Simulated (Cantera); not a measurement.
**Stirred combustor or abatement burner**

A perfectly stirred reactor is fed with 8.02 % CH₄, 19.3 % O₂, 72.7 % N₂, at 15.0 bar; it is adiabatic with a 798 K inlet, and is followed from long to short residence time, starting on the burning branch (τ in s: 0.45, 0.16, 0.059, 0.022, 0.0078, 0.0029, 0.001, 0.00038, 0.00014, 5e-05, 1.8e-05, 6.6e-06).

Cantera simulation using GRI-Mech 3.0 (53 species, 325 reactions); the numbers are that mechanism's predictions, not measurements. The pressure lies above the range GRI-Mech 3.0 was tuned for (to about 10 atm).

```tsv
τ (s)	T (K)	x CH₄	x O₂	x H	x CO₂	x C₂H₂
0.45	2395	4.43e-8	0.0299	0.000117	0.0776	<1e-12
0.16	2396	1.24e-7	0.0300	0.000117	0.0775	<1e-12
0.059	2397	3.34e-7	0.0303	0.000118	0.0775	3.24e-12
0.022	2398	8.79e-7	0.0308	0.000121	0.0775	2.17e-11
0.0078	2401	2.41e-6	0.0316	0.000126	0.0774	1.57e-10
0.0029	2401	6.24e-6	0.0324	0.000137	0.0771	1.01e-9
0.0010	2397	1.70e-5	0.0332	0.000165	0.0765	6.83e-9
0.00038	2385	4.04e-5	0.0341	0.000230	0.0752	3.24e-8
0.00014	2358	9.29e-5	0.0356	0.000385	0.0725	1.24e-7
5.0e-5	2309	0.000214	0.0384	0.000720	0.0675	4.03e-7
1.8e-5	2229	0.000530	0.0436	0.00127	0.0591	1.37e-6
6.6e-6	798	0.0802	0.193	<1e-12	<1e-12	<1e-12
```
x: mole fraction; the columns are a selection and need not sum to one.
